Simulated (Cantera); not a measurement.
An isothermal plug-flow reactor at 598 K and 4.54 atm (inlet), inlet velocity 2.1 m/s, active area per volume 720 1/m; feed 0.521 % H₂, 1.59 % O₂, 89.5 % N₂, 8.38 % H₂O, equivalence ratio 0.16.

Model: Deutschmann's 1995 Pt surface mechanism with GRI-Mech 3.0 gas chemistry, integrated in Cantera. Catalytic surfaces can have several steady states; this one follows from the mechanism file's or the stated starting coverage. Mass transfer to the wall is taken as infinitely fast.

Question: Predict: x(H₂) at z = 0.0055 m; x(O₂) at z = 0.0055 m; x(H₂O) at z = 0.0055 m; θ(free Pt) at the exit; θ(O*) at the exit; θ(OH*) at the exit.

Answer: 
- x(H₂) at z = 0.0055 m: 0.000144
- x(O₂) at z = 0.0055 m: 0.0134
- x(H₂O) at z = 0.0055 m: 0.0891
- θ(free Pt) at the exit: 0.0177
- θ(O*) at the exit: 0.946
- θ(OH*) at the exit: 0.0364
